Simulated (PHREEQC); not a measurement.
## Sulfide liquor

Make-up at 20 °C: 7.2 mmol/kgw H2S, 17 mmol/kgw NaHCO3 and 0.85 mmol/kgw ZnCl2. Closed to the air; pH follows from the charge balance.

Model: ion-association model, wateq4f.dat, run in PHREEQC.

The pH is 6.83 and the ionic strength is 0.0169 mol/kgw. The total alkalinity is 17.0 meq/kg.

| species | molality | activity | log γ |
|---|---|---|---|
| Na+ | 0.0169 | 0.0149 | -0.055 |
| HCO3- | 0.0128 | 0.0113 | -0.053 |
| CO2 | 0.00407 | 0.00409 | 0.002 |
| H2S | 0.00313 | 0.00314 | 0.002 |
| HS- | 0.00234 | 0.00205 | -0.057 |
| Cl- | 0.00170 | 0.00149 | -0.057 |
| Zn(HS)2 | 0.000822 | 0.000825 | 0.002 |
| NaHCO3 | 9.46e-5 | 9.50e-5 | 0.002 |
| Zn(HS)3- | 2.78e-5 | 2.45e-5 | -0.056 |
| CO3-2 | 5.22e-6 | 3.19e-6 | -0.214 |
| NaCO3- | 7.75e-7 | 6.85e-7 | -0.053 |

Precipitation was switched off in this run. The solution is supersaturated, for example in ZnS(a), Sphalerite (slow to form), so a real one may precipitate; this is no full list. The polysulfide entries of wateq4f.dat were taken out for this run.
